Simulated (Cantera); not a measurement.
A freely propagating, adiabatic, planar premixed flame of CH4 : CO : O2 : N2 : H2O = 1 : 0.04 : 1.84 : 6.9 : 0.82 (molar parts), equivalence ratio 1.1, unburnt at 475 K and 1.10 bar; mixture-averaged transport, grid criteria slope 0.08 and curve 0.16, no radiation.

Computed with Cantera and GRI-Mech 3.0 (53 species, 325 reactions). Burning velocities carry a grid error of a few per cent, more on coarse grids.

Question: How do the results move with these cheaper or finer settings: unity-Lewis-number transport; multicomponent transport; multicomponent+Soret transport; grid criteria slope 0.5, curve 1; grid criteria slope 0.25, curve 0.5; grid criteria slope 0.03, curve 0.06?

Answer: 
| setting | laminar burning velocity | thermal thickness | peak x(C2H6) | peak x(H) | grid points |
|---|---|---|---|---|---|
| as above | 61.2 cm/s | 0.423 mm | 0.00105 | 0.00669 | 153 |
| unity-Lewis-number transport | 42.5 cm/s | 0.522 mm | 0.000766 | 0.00793 | 138 |
| multicomponent transport | 61.7 cm/s | 0.430 mm | 0.00107 | 0.00675 | 155 |
| multicomponent+Soret transport | 61.1 cm/s | 0.430 mm | 0.00105 | 0.00670 | 153 |
| grid criteria slope 0.5, curve 1 | 65.8 cm/s | 0.459 mm | 0.00106 | 0.00693 | 45 |
| grid criteria slope 0.25, curve 0.5 | 63.3 cm/s | 0.435 mm | 0.00105 | 0.00684 | 65 |
| grid criteria slope 0.03, curve 0.06 | 60.4 cm/s | 0.422 mm | 0.00105 | 0.00662 | 348 |
The base run took very roughly 16 core-seconds.
Unity Lewis numbers drop preferential diffusion, which matters most where H2 and H carry the flame; Soret adds thermal diffusion.
